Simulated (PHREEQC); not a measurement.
**Buffer: an equilibrium model**

Make-up at 25 °C: 0.15 mol/kgw NaHSO4, 0.051 mol/kgw NaOH and 0.00026 mol/kgw LiCl. Closed to the air; pH follows from the charge balance.

Model: ion-association model, phreeqc.dat, run in PHREEQC.

Each row changes one thing in this solution. Precipitation was switched off in this run.

```tsv
case	pH	ionic strength (mol/kgw)	SO4-2 (mol/kgw)	HSO4- (mol/kgw)	Li+ (mol/kgw)	LiSO4- (mol/kgw)	SI of Halite (NaCl)
as made	1.56	0.289	0.0694	0.0641	0.000241	1.91e-5	-6.19
temperature from 25 to 50 °C	___	0.272	0.0607	0.0732	0.000244	1.64e-5	-6.21
0.014 mol/kgw LiBr added	1.56	0.303	0.0692	0.0636	0.0132	0.00103	-6.19
0.017 mol/kgw K2SO4 added	1.59	0.326	0.0793	0.0659	0.000239	2.07e-5	-6.20
temperature from 25 to 60 °C	1.76	0.265	0.0574	0.0767	0.000245	1.53e-5	-6.22
temperature from 25 to 45 °C	___	0.275	0.0624	0.0713	0.000243	1.69e-5	-6.21
```

Q: Some entries are withheld; supply them.

A: 
- temperature from 25 to 50 °C, pH: 1.70
- temperature from 25 to 45 °C, pH: 1.67

Complexes and solids missing from the database can't appear. Constants without temperature data keep their 25 °C values here.
